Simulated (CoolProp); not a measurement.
Vapour-liquid equilibrium of m-xylene (1) + n-undecane (2) at 615 kPa; x and y are mole fractions of (1).

The numbers come from the multi-fluid Helmholtz-energy mixture model, Zhou 2012 and Aleksandrov 2011; pair parameters Bell 2016 in CoolProp.

Problem. Give the bubble temperature and the first vapour's composition at x = 0.05, 0.65, 0.95. Is there an azeotrope?

Solution. x = 0.05: 282.1 °C, y = 0.095; x = 0.65: 240.1 °C, y = 0.825; x = 0.95: 224.1 °C, y = 0.982. No azeotrope shows between x = 0.05 and 0.95.

The pair parameters rest on a limited set of measurements; away from them the model extrapolates.
